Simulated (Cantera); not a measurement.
A counterflow diffusion flame at 190000 Pa, nozzles 20 mm apart: fuel side 100 % C3H8 at 398 K, oxidiser side 17.0 % O2, 83.0 % N2 at 348 K, fuel mass flux 1 times the oxidiser's; mixture-averaged transport, no radiation.

Cantera simulation using GRI-Mech 3.0 (53 species, 325 reactions); the numbers are that mechanism's predictions, not measurements. GRI-Mech 3.0 was tuned for natural gas; its chemistry of propane as a main component is partial and can be far from experiment. GRI-Mech 3.0 has no aromatics or soot, which form on the fuel side of real flames. The maximum strain rate includes the flame's own expansion and is several times the mean.

x: mole fraction; the columns are a selection and need not sum to one.

```csv
oxidiser flux (kg/m²/s),max strain (1/s),mean strain (1/s),T max (K),peak x OH,peak x H,peak x NO,peak x CO,peak x C2H2
0.47,141,21.8,1871,0.00321,0.00165,0.000129,0.0341,0.0271
0.68,___,31.5,1853,0.00323,0.00180,0.000119,0.0351,___
0.96,270,44.4,1835,0.00323,0.00193,0.000108,0.0362,0.0228
1.4,382,64.8,1815,0.00320,0.00207,9.37e-5,0.0375,0.0204
2,529,92.6,1791,0.00309,0.00217,7.69e-5,0.0391,0.0179
2.8,721,130,1763,0.00291,0.00220,5.86e-5,0.0410,0.0152
4,___,185,1724,___,0.00213,___,0.0437,___
5.6,1360,259,1657,0.00196,0.00176,1.48e-5,0.0475,0.00710
```

**Question.** Some entries are withheld; supply them.

**Answer.** 
- 0.68, max strain (1/s): 197
- 0.68, peak x C2H2: 0.0249
- 4, max strain (1/s): 1000
- 4, peak x OH: 0.00259
- 4, peak x NO: 3.76e-5
- 4, peak x C2H2: 0.0119
